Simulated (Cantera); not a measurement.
A perfectly stirred reactor is fed with 28.5 % NO, 71.3 % N2, 0.134 % H2O, at 52000 Pa; it is held at 2073 K, and followed from long to short residence time.

Detailed kinetics in Cantera: GRI-Mech 3.0 (53 species, 325 reactions).

Task: Predict: x(NO) at τ = 1.50 s; x(N2O) at τ = 1.50 s; x(O2) at τ = 1.50 s; x(N2) at τ = 1.50 s; x(O) at τ = 1.50 s; x(NO) at τ = 19.0 ms; x(N2O) at τ = 19.0 ms; x(O2) at τ = 19.0 ms; x(N2) at τ = 19.0 ms; x(O) at τ = 19.0 ms.

Result: 
```
Item                      Value
---------------------  --------
x(NO) at τ = 1.50 s       0.104
x(N2O) at τ = 1.50 s    4.75e-6
x(O2) at τ = 1.50 s      0.0903
x(N2) at τ = 1.50 s       0.804
x(O) at τ = 1.50 s     0.000487
x(NO) at τ = 19.0 ms      0.281
x(N2O) at τ = 19.0 ms   3.35e-5
x(O2) at τ = 19.0 ms    0.00220
x(N2) at τ = 19.0 ms      0.716
x(O) at τ = 19.0 ms     9.73e-5
```
